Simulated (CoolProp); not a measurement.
Vapour-liquid equilibrium of n-hexane (1) + toluene (2) at 10.45 °C; x and y are mole fractions of (1).

Model: multi-fluid Helmholtz-energy mixture model, Thol 2019 and Lemmon 2006; pair parameters Bell 2016, in CoolProp.

Q: Give the bubble pressure and the first vapour's composition at x = 0.05, 0.5, 0.65. Is there an azeotrope?

A: x = 0.05: 0.002491 MPa, y = 0.346; x = 0.5: 0.006827 MPa, y = 0.854; x = 0.65: 0.007858 MPa, y = 0.903. No azeotrope shows between x = 0.05 and 0.95.

Pair parameters are fitted to limited data, so mixtures are less certain than the pure fluids.
